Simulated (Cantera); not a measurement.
A freely propagating, adiabatic, planar premixed flame of 4.79 % C₃H₈, 20.0 % O₂, 75.2 % N₂, equivalence ratio 1.2, unburnt at 600 K and 1.00 bar; unity-Lewis-number transport, grid criteria slope 0.08 and curve 0.16, no radiation.

Detailed kinetics in Cantera: GRI-Mech 3.0 (53 species, 325 reactions). GRI-Mech 3.0 was tuned for natural gas; its chemistry of propane as a main component is partial and can be far from experiment. Unity Lewis numbers drop preferential diffusion, which matters most where H2 and H carry the flame. Burning velocities carry a grid error of a few per cent, more on coarse grids.

Question: Predict: laminar burning velocity; thermal thickness; peak x(CH₂CO); peak x(CH₂O); peak x(CH₂); peak x(OH).

Answer: 
- laminar burning velocity: 98.8 cm/s
- thermal thickness: 0.329 mm
- peak x(CH₂CO): 0.00101
- peak x(CH₂O): 0.00124
- peak x(CH₂): 8.93e-5
- peak x(OH): 0.00957
